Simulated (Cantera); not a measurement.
Al + Cl2 + H2 (aluminium and copper etching)

Charge: 1 mol Al, 0.85 mol Cl2, a varied amount of H2, held at 1248 K and 0.0740 bar.

These are equilibrium values from Cantera (NASA tables, ideal gas, pure condensed phases), not measurements of a reactor. Candidate condensed phases: Al, AlCl3; 12 gas species. The tables' values for AlCl2 are old estimates; treat these amounts as uncertain. The numbers say what is thermodynamically allowed, not how fast it happens.

```json
[
 {"n(H2) (mol)": "6.2", "log p H2": "-1.20", "log p AlCl": "-2.20", "log p AlCl3": "-2.51", "log p AlCl2": "-3.05"},
 {"n(H2) (mol)": "7.3", "log p H2": "-1.19", "log p AlCl": "-2.26", "log p AlCl3": "-2.57", "log p AlCl2": "-3.11"},
 {"n(H2) (mol)": "8.7", "log p H2": "-1.18", "log p AlCl": "-2.33", "log p AlCl3": "-2.64", "log p AlCl2": "-3.18"},
 {"n(H2) (mol)": "10", "log p H2": "-1.17", "log p AlCl": "-2.39", "log p AlCl3": "-2.69", "log p AlCl2": "-3.23"},
 {"n(H2) (mol)": "12", "log p H2": "-1.17", "log p AlCl": "-2.46", "log p AlCl3": "-2.77", "log p AlCl2": "-3.31"},
 {"n(H2) (mol)": "14", "log p H2": "-1.16", "log p AlCl": "-2.52", "log p AlCl3": "-2.83", "log p AlCl2": "-3.37"},
 {"n(H2) (mol)": "17", "log p H2": "-1.16", "log p AlCl": "-2.60", "log p AlCl3": "-2.91", "log p AlCl2": "-3.45"},
 {"n(H2) (mol)": "20", "log p H2": "-1.15", "log p AlCl": "-2.66", "log p AlCl3": "-2.98", "log p AlCl2": "-3.52"},
 {"n(H2) (mol)": "24", "log p H2": "-1.15", "log p AlCl": "-2.74", "log p AlCl3": "-3.06", "log p AlCl2": "-3.59"},
 {"n(H2) (mol)": "28", "log p H2": "-1.15", "log p AlCl": "-2.80", "log p AlCl3": "-3.13", "log p AlCl2": "-3.66"},
 {"n(H2) (mol)": "33", "log p H2": "-1.14", "log p AlCl": "-2.87", "log p AlCl3": "-3.20", "log p AlCl2": "-3.73"},
 {"n(H2) (mol)": "40", "log p H2": "-1.14", "log p AlCl": "-2.95", "log p AlCl3": "-3.29", "log p AlCl2": "-3.81"},
 {"n(H2) (mol)": "47", "log p H2": "-1.14", "log p AlCl": "-3.01", "log p AlCl3": "-3.36", "log p AlCl2": "-3.88"}
]
```
log p: log10 of the partial pressure in bar; nothing condenses.

From 6.2 mol H2 to 47 mol H2 nothing is condensed. The main Al-bearing gas is AlCl throughout.
